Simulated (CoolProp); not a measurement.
The fluid at 293.15 K and 13.8 MPa flows at 2.7 m/s in a round tube of 100 mm bore and 0.25 µm roughness, fully developed (64/Re and Nu = 3.66 if laminar; Colebrook and Gnielinski if turbulent). The same conditions are run with several fluids, on thermodynamics alone (safety and materials aside).

Values from CoolProp's reference Helmholtz-energy equation of state of each fluid (methanol: de Reuck 1993; water: Wagner 2002; propylene: Lemmon 2013; toluene: Lemmon 2006; propane: Lemmon 2009).

```json
[
 {"fluid": "methanol", "Reynolds number": "343000", "Darcy friction factor": "0.0141", "pressure drop (Pa/m)": "414", "heat-transfer coefficient (W/(m² K))": "3760", "mass flow (kg/h)": "61300"},
 {"fluid": "water", "Reynolds number": "272000", "Darcy friction factor": "0.0148", "pressure drop (Pa/m)": "540", "heat-transfer coefficient (W/(m² K))": "8550", "mass flow (kg/h)": "76700"},
 {"fluid": "propylene", "Reynolds number": "1240000", "Darcy friction factor": "0.0113", "pressure drop (Pa/m)": "224", "heat-transfer coefficient (W/(m² K))": "3690", "mass flow (kg/h)": "41600"},
 {"fluid": "toluene", "Reynolds number": "360000", "Darcy friction factor": "0.0140", "pressure drop (Pa/m)": "448", "heat-transfer coefficient (W/(m² K))": "2650", "mass flow (kg/h)": "66900"},
 {"fluid": "propane", "Reynolds number": "1140000", "Darcy friction factor": "0.0114", "pressure drop (Pa/m)": "220", "heat-transfer coefficient (W/(m² K))": "3390", "mass flow (kg/h)": "40300"}
]
```

Transport values come from each fluid's own correlations; those of propylene are estimates that may be off by 10 % or more.
